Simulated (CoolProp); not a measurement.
The fluid at 333.75 K and 0.819 MPa is throttled through a valve to 0.564 MPa with no heat exchange. The same conditions are run with several fluids, on thermodynamics alone (safety and materials aside).

Computed with CoolProp (reference Helmholtz-energy equation of state of each fluid (C2F6 (R116): Lemmon 2006; R1132(E): Akasaka 2024; dimethyl ether: Wu 2011; C3F8 (R218): Lemmon 2006; propylene: Lemmon 2013)).

Question: Rank C2F6 (R116), R1132(E), dimethyl ether, C3F8 (R218), propylene by temperature change (K), highest first.

Answer: C2F6 (R116) (-1.6), C3F8 (R218) (-2.7), R1132(E) (-3.1), propylene (-3.4), dimethyl ether (-4.5)

```tsv
fluid	final density (kg/m³)
C2F6 (R116)	29.4
R1132(E)	13.8
dimethyl ether	10.3
C3F8 (R218)	42.2
propylene	9.20
```
